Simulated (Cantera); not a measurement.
A freely propagating, adiabatic, planar premixed flame of H2 : O2 : N2 = 1 : 0.455 : 1.71 (molar parts), equivalence ratio 1.1, unburnt at 698 K and 60000 Pa; mixture-averaged transport, grid criteria slope 0.08 and curve 0.16, no radiation.

Model: the H2/O2 subset of GRI-Mech 3.0, which has no nitrogen chemistry, integrated in Cantera. Burning velocities carry a grid error of a few per cent, more on coarse grids.

Question: How do the results move with these cheaper or finer settings: unity-Lewis-number transport; multicomponent transport; multicomponent+Soret transport; grid criteria slope 0.5, curve 1; grid criteria slope 0.25, curve 0.5; grid criteria slope 0.03, curve 0.06?

Answer: 
```tsv
setting	laminar burning velocity	thermal thickness	peak x(H2O2)	peak x(O)	grid points
as above	1020 cm/s	0.992 mm	2.99e-6	0.0150	134
unity-Lewis-number transport	658 cm/s	0.745 mm	2.64e-6	0.0150	132
multicomponent transport	997 cm/s	0.986 mm	2.97e-6	0.0149	134
multicomponent+Soret transport	959 cm/s	0.976 mm	3.01e-6	0.0148	134
grid criteria slope 0.5, curve 1	1360 cm/s	1.51 mm	2.79e-6	0.0149	48
grid criteria slope 0.25, curve 0.5	1160 cm/s	1.18 mm	2.90e-6	0.0154	72
grid criteria slope 0.03, curve 0.06	984 cm/s	0.950 mm	3.02e-6	0.0148	276
```
Unity Lewis numbers drop preferential diffusion, which matters most where H2 and H carry the flame; Soret adds thermal diffusion.
